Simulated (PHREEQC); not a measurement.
Dissolve 0.00057 mol PbCl2 per kg of water at 71 °C. It is in equilibrium with CO2 at log p = -1 (atm). Otherwise closed; pH follows from the charge balance.

The numbers come from PHREEQC with the ion-association model, phreeqc.dat.

Precipitation was switched off in this run.

Order these Pb species by the share of Pb that they hold, largest first: PbHCO3+, Pb+2, PbCl+.

Pb+2 (90 %), PbCl+ (8.6 %), PbHCO3+ (1.4 %)

The pH is 4.51 and the ionic strength 0.00163 mol/kgw. Away from 25 °C the constants follow the database's enthalpies or fits; those with neither stay at their 25 °C values.
